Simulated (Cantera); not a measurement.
Charge: 1 mol PbO, 1.1 mol C, 0.93 mol N2, at 998 K and 7.80 bar.

These are equilibrium values from Cantera (NASA tables, ideal gas, pure condensed phases), not measurements of a reactor. Candidate condensed phases: C, Pb, PbO, PbO2, Pb3O4; 27 gas species. Equilibrium is a limit: real reactors are often held back by kinetics, nucleation or transport.

Base state: N2 0.581, CO 0.212, CO2 0.207 (mole fractions); condensed: C(graphite) + Pb(l).

Question: What changes in the equilibrium state with this change: temperature from 998 K to 1450 K?

Answer: 
```json
[
 {"species": "CO", "before": "0.212", "after": "0.514"},
 {"species": "N2", "before": "0.581", "after": "0.482"},
 {"species": "CO2", "before": "0.207", "after": "0.00216"},
 {"species": "Pb", "before": "1.99e-6", "after": "0.00191"},
 {"species": "C(graphite), mol", "before": "0.431", "after": "0.104"},
 {"species": "Pb(l), mol", "before": "1.000", "after": "0.996"}
]
```
